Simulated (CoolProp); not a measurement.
Vapour-liquid equilibrium of R113 (1) + acetone (2) at 38.9 kPa; x and y are mole fractions of (1).

Computed with CoolProp (multi-fluid Helmholtz-energy mixture model, Marx 1992 and Lemmon 2006; pair parameters Bell 2016).

### Question
Give the bubble temperature and the first vapour's composition at x = 0.25, 0.35, 0.55. Is there an azeotrope?

### Answer
x = 0.25: 294.7 K, y = 0.455; x = 0.35: 293.3 K, y = 0.527; x = 0.55: 292.0 K, y = 0.625. y crosses x between x = 0.65 and 0.75: the model has an azeotrope there.

Pair parameters are fitted to limited data, so mixtures are less certain than the pure fluids.
